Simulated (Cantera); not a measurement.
An isothermal, constant-pressure homogeneous reactor starts with H2 : O2 : N2 = 0.055 : 1 : 2.6 (molar parts), at 900 K and 1.73 Torr. Integrator tolerance rtol = 1e-08.

Model: GRI-Mech 3.0 (53 species, 325 reactions), integrated in Cantera. Radical loss at walls, strong at low pressure, is not modelled. Below about 950 K walls govern HO2 and H2O2 in real vessels.

Task: What does this change do: temperature 900 to 1373 K?

Result: 
```
quantity                                           before                                     after
---------------  ----------------------------------------  ----------------------------------------
x(H2) at 200 s   1.82e-8 (gas-phase equilibrium 1.97e-12)   2.03e-6 (gas-phase equilibrium 1.82e-7)
x(O2) at 200 s        0.268 (gas-phase equilibrium 0.268)       0.268 (gas-phase equilibrium 0.268)
x(H2O) at 200 s     0.0152 (gas-phase equilibrium 0.0152)     0.0151 (gas-phase equilibrium 0.0151)
x(OH) at 200 s    2.26e-6 (gas-phase equilibrium 2.49e-8)  0.000148 (gas-phase equilibrium 4.43e-5)
x(NO) at 200 s    4.75e-8 (gas-phase equilibrium 9.99e-6)  1.31e-6 (gas-phase equilibrium 0.000672)
```

Task: What does this change do: temperature 900 to 1250 K?

Result: 
```json
[
 {"quantity": "x(H2) at 200 s", "before": "1.82e-8 (gas-phase equilibrium 1.97e-12)", "after": "7.77e-7 (gas-phase equilibrium 2.12e-8)"},
 {"quantity": "x(O2) at 200 s", "before": "0.268 (gas-phase equilibrium 0.268)", "after": "0.268 (gas-phase equilibrium 0.268)"},
 {"quantity": "x(H2O) at 200 s", "before": "0.0152 (gas-phase equilibrium 0.0152)", "after": "0.0151 (gas-phase equilibrium 0.0152)"},
 {"quantity": "x(OH) at 200 s", "before": "2.26e-6 (gas-phase equilibrium 2.49e-8)", "after": "6.59e-5 (gas-phase equilibrium 1.09e-5)"},
 {"quantity": "x(NO) at 200 s", "before": "4.75e-8 (gas-phase equilibrium 9.99e-6)", "after": "4.57e-7 (gas-phase equilibrium 0.000306)"}
]
```
